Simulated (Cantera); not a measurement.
Transport properties of process gases

Gas mixture: 100 % NO, at 1.58 atm, frozen composition.

Cantera's kinetic-theory transport with the Lennard-Jones parameters of GRI-Mech 3.0, ideal gas; thermal conductivity in the mixture-averaged form. The composition is frozen, though it would react at the higher temperatures.

```json
[
 {"T (K)": "400", "ρ (kg/m³)": "1.44", "cp (J/kg/K)": "998.6", "μ (µPa s)": "23.1", "λ (mW/m/K)": "32.4", "Pr": "0.712", "D (cm²/s) NH₃": "0.239", "D (cm²/s) C₂H₂": "0.175", "D (cm²/s) CH₃": "0.235"},
 {"T (K)": "600", "ρ (kg/m³)": "0.962", "cp (J/kg/K)": "1041", "μ (µPa s)": "30.6", "λ (mW/m/K)": "45.1", "Pr": "0.706", "D (cm²/s) NH₃": "0.502", "D (cm²/s) C₂H₂": "0.355", "D (cm²/s) CH₃": "0.472"},
 {"T (K)": "800", "ρ (kg/m³)": "0.722", "cp (J/kg/K)": "1092", "μ (µPa s)": "37.1", "λ (mW/m/K)": "57.3", "Pr": "0.708", "D (cm²/s) NH₃": "0.835", "D (cm²/s) C₂H₂": "0.581", "D (cm²/s) CH₃": "0.769"},
 {"T (K)": "1000", "ρ (kg/m³)": "0.577", "cp (J/kg/K)": "1133", "μ (µPa s)": "42.9", "λ (mW/m/K)": "68.6", "Pr": "0.709", "D (cm²/s) NH₃": "1.23", "D (cm²/s) C₂H₂": "0.847", "D (cm²/s) CH₃": "1.12"},
 {"T (K)": "1200", "ρ (kg/m³)": "0.481", "cp (J/kg/K)": "1159", "μ (µPa s)": "48.4", "λ (mW/m/K)": "79.3", "Pr": "0.707", "D (cm²/s) NH₃": "1.68", "D (cm²/s) C₂H₂": "1.15", "D (cm²/s) CH₃": "1.52"},
 {"T (K)": "1400", "ρ (kg/m³)": "0.412", "cp (J/kg/K)": "1181", "μ (µPa s)": "53.4", "λ (mW/m/K)": "89.4", "Pr": "0.706", "D (cm²/s) NH₃": "2.18", "D (cm²/s) C₂H₂": "1.49", "D (cm²/s) CH₃": "1.96"},
 {"T (K)": "1600", "ρ (kg/m³)": "0.361", "cp (J/kg/K)": "1199", "μ (µPa s)": "58.3", "λ (mW/m/K)": "99.0", "Pr": "0.706", "D (cm²/s) NH₃": "2.73", "D (cm²/s) C₂H₂": "1.86", "D (cm²/s) CH₃": "2.45"}
]
```
D: mixture-averaged diffusion coefficient of that species in the mixture.
